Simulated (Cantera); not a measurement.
Input: 1 mol Al, 0.48 mol I2, 0.13 mol O2, 0.044 mol HI, equilibrated at 45.8 Torr.

Equilibrium computed with Cantera from the NASA thermochemical tables; the gas is ideal and each condensed phase is pure. Candidate condensed phases: Al, AlI3, Al2O3, H2O, I2; 25 gas species. Mutual solubility and eutectic melting of coexisting phases are not modelled. Rates play no part.

Which condensed phases are stable at each of these points (T (K)): 1075, 1125, 1175, 1225, 1275, 1325, 1375, 1425, 1475, 1525, 1575?


```csv
T (K),condensed phases,Al condensed (%)
1075,Al(l) + Al2O3(s),57.3
1125,Al(l) + Al2O3(s),48.8
1175,Al(l) + Al2O3(s),35.0
1225,Al(l) + Al2O3(s),18.4
1275,Al2O3(s),17.3
1325,Al2O3(s),17.3
1375,Al2O3(s),17.3
1425,Al2O3(s),17.3
1475,Al2O3(s),17.3
1525,Al2O3(s),17.3
1575,Al2O3(s),17.3
```

From 1075 K to 1225 K the condensed part is Al(l) + Al2O3(s). From 1275 K to 1575 K the condensed part is Al2O3(s).
